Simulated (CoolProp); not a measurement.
Computed with CoolProp (reference Helmholtz-energy equation of state, Smukala 2000).

For ethylene, give the phase and the density (kg/m³), cv (kJ/(kg K)), fugacity coefficient at 245.1 K and 3180 kPa.


- 245.1 K and 3180 kPa: liquid; density 440, cv 1.35, fugacity coefficient 0.527
